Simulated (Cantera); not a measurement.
Input (Python, Cantera):

```python
import numpy as np
import cantera as ct

gas = ct.Solution("gri30.yaml")
gas.TPX = 2100, 24000, {'CH4': 1, 'H2O': 3.1}
reactor = ct.IdealGasConstPressureReactor(gas, energy="off", clone=False)
net = ct.ReactorNet([reactor])
net.rtol, net.atol = 1e-08, 1e-18
show = ['CH4', 'H2O', 'CH2', 'CO2', 'CH2CO', 'CH2O']
times = np.geomspace(2e-06, 2, 10)

steps = ct.SolutionArray(gas, extra=["t"])
rows = []
print(f"{'t/s':>10s}{'T/K':>9s}{'P/Pa':>11s}" + "".join(f"{s:>11s}" for s in show))
for t in times:
    while net.time < t:
        t_next = net.step()
        steps.append(gas.state, t=t_next)
    rows.append([np.interp(t, steps.t, y) for y in (steps.T, steps.P, *steps(*show).X.T)])
    print(f"{t:10.3e}{rows[-1][0]:9.1f}{rows[-1][1]:11.4g}" + "".join(f"{x:11.3e}" for x in rows[-1][2:]))
rate = np.gradient(steps.T, steps.t)
print("integrator steps:", len(steps.t))
if steps.T.max() > steps.T[0] + 200:
    print(f"time of steepest temperature rise: {steps.t[rate.argmax()]:.4e} s")
gas.TPX = 2100, 24000, {'CH4': 1, 'H2O': 3.1}
gas.equilibrate("TP")
print(f"equilibrium (TP): T = {gas.T:.1f} K  " + "  ".join(f"{s} {gas[s].X[0]:.3e}" for s in show))
```

Output:

```
       t/s      T/K       P/Pa        CH4        H2O        CH2        CO2      CH2CO       CH2O
 2.000e-06   2100.0    2.4e+04  2.426e-01  7.556e-01  4.768e-07  1.602e-14  6.769e-14  1.850e-07
 9.283e-06   2100.0    2.4e+04  2.371e-01  7.536e-01  8.617e-06  1.357e-10  6.157e-10  1.316e-05
 4.309e-05   2100.0    2.4e+04  1.938e-01  7.347e-01  8.450e-05  1.870e-06  4.600e-06  4.241e-04
 2.000e-04   2100.0    2.4e+04  5.818e-02  6.264e-01  7.076e-05  4.320e-04  2.796e-04  1.918e-04
 9.283e-04   2100.0    2.4e+04  1.251e-02  5.339e-01  3.293e-05  6.232e-03  2.639e-04  4.527e-05
 4.309e-03   2100.0    2.4e+04  6.412e-03  4.046e-01  1.359e-05  1.759e-02  7.500e-05  1.312e-05
 2.000e-02   2100.0    2.4e+04  5.119e-04  3.269e-01  8.550e-07  1.879e-02  1.404e-06  6.948e-07
 9.283e-02   2100.0    2.4e+04  7.447e-11  3.243e-01  1.624e-13  1.876e-02  1.250e-14  7.123e-09
 4.309e-01   2100.0    2.4e+04  7.441e-11  3.243e-01  1.623e-13  1.876e-02  1.242e-14  7.123e-09
 2.000e+00   2100.0    2.4e+04  7.441e-11  3.243e-01  1.623e-13  1.876e-02  1.242e-14  7.123e-09
integrator steps: 1486
equilibrium (TP): T = 2100.0 K  CH4 8.744e-11  H2O 3.243e-01  CH2 1.881e-13  CO2 1.876e-02  CH2CO 1.450e-14  CH2O 7.123e-09
```

Detailed kinetics in Cantera: GRI-Mech 3.0 (53 species, 325 reactions).
